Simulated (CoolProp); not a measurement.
Fluoroethane (R161) along the isobar 5 MPa: density (kg/m³) from the reference equation and from simpler models built on Tc = 102.1 °C, pc = 5.010 MPa, ω = 0.216; each cubic takes its own stable root.

Model: reference Helmholtz-energy equation of state, Wu 2012, in CoolProp.

```csv
T (°C),phase,reference,van der Waals,Redlich-Kwong,Soave-Redlich-Kwong,Peng-Robinson
-62.95,liquid,857.0,496.9,728.3,742.0,835.5
-40.05,liquid,826.8,479.5,697.2,713.5,804.7
-17.15,liquid,794.5,460.5,662.7,681.0,769.2
5.65,liquid,758.6,439.4,624.1,643.8,727.9
28.55,liquid,716.7,415.2,579.6,599.7,678.5
51.45,liquid,665.9,386.3,526.9,546.0,617.2
74.35,liquid,599.9,348.4,459.3,475.3,535.4
97.15,liquid,482.0,279.9,344.0,351.8,390.7
120.05,gas,121.3,118.9,121.2,118.0,123.7
```
